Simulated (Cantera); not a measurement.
A freely propagating, adiabatic, planar premixed flame of H2 : O2 : N2 = 1 : 0.521 : 1.96 (molar parts), equivalence ratio 0.96, unburnt at 450 K and 170000 Pa; mixture-averaged transport, grid criteria slope 0.08 and curve 0.16, no radiation.

Detailed kinetics in Cantera: the H2/O2 subset of GRI-Mech 3.0, which has no nitrogen chemistry. Burning velocities carry a grid error of a few per cent, more on coarse grids.

Question: What does this change do: O2 0.521 to 0.4 parts?

Answer: 
```json
[
 {"quantity": "laminar burning velocity", "before": "427 cm/s", "after": "404 cm/s"},
 {"quantity": "thermal thickness", "before": "0.207 mm", "after": "0.211 mm"},
 {"quantity": "peak x(O)", "before": "0.0106", "after": "0.00555"},
 {"quantity": "peak x(OH)", "before": "0.0166", "after": "0.00906"},
 {"quantity": "peak x(H)", "before": "0.0395", "after": "0.0456"},
 {"quantity": "peak x(H2O2)", "before": "7.04e-5", "after": "6.15e-5"}
]
```

Question: What does this change do: 0.082 parts H2O added?

Answer: 
```csv
quantity,before,after
laminar burning velocity,427 cm/s,400 cm/s
thermal thickness,0.207 mm,0.201 mm
peak x(O),0.0106,0.00936
peak x(OH),0.0166,0.0158
peak x(H),0.0395,0.0351
peak x(H2O2),7.04e-5,7.42e-5
```
